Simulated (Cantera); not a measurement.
# Ignition delay

Mixture: 6.49 % CH4, 7.78 % CO, 14.1 % O2, 52.9 % N2, 18.8 % H2O, at 2.30 bar, adiabatic and at constant volume. Ignition delay is the time to a rise of 400 K.

Detailed kinetics in Cantera: GRI-Mech 3.0 (53 species, 325 reactions).

```
T0 (K)  delay (ms)
------  ----------
1075           315
1150          91.4
1225          29.7
1300          10.5
1375          3.97
1450          1.60
1525         0.684
1600         0.315
```

```
Property                                                Result
--------------------------------------------------  ----------
apparent activation energy between 1450 and 1600 K  210 kJ/mol
```
